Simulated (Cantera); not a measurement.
A closed system holds: 1 mol Si, 10 mol HCl, 55 mol N2, held at 752 °C and 7.80e-5 bar.

Method: chemical equilibrium by Gibbs-energy minimisation in Cantera with the NASA 1993 tables (ideal gas, pure condensed phases). Candidate condensed phases: NH4Cl, Si, Si3N4; 28 gas species. N2 is the only nitrogen source here; it is nearly inert below about 1500 K, so the nitride shown seldom forms there in practice. The tables' values for SiCl3 are old estimates; treat these amounts as uncertain. Equilibrium is a limit: real reactors are often held back by kinetics, nucleation or transport.

Base state: N2 0.853, HCl 0.120, H2 0.0177, SiCl4 0.00864, SiCl3 0.000221, SiCl2 0.000119, SiHCl3 1.09e-5 (mole fractions); condensed: Si3N4(s).

Q: What changes in the equilibrium state with this change: N2 from 55 to 0.98 mol?

A: 
```tsv
species	before	after
HCl	0.120	0.603
H2	0.0177	0.198
N2	0.853	0.0981
SiCl4	0.00864	0.0975
SiHCl3	1.09e-5	0.000276
SiCl3	0.000221	0.00167
SiCl2	0.000119	0.000595
Si3N4(s), mol	0.141	0
```
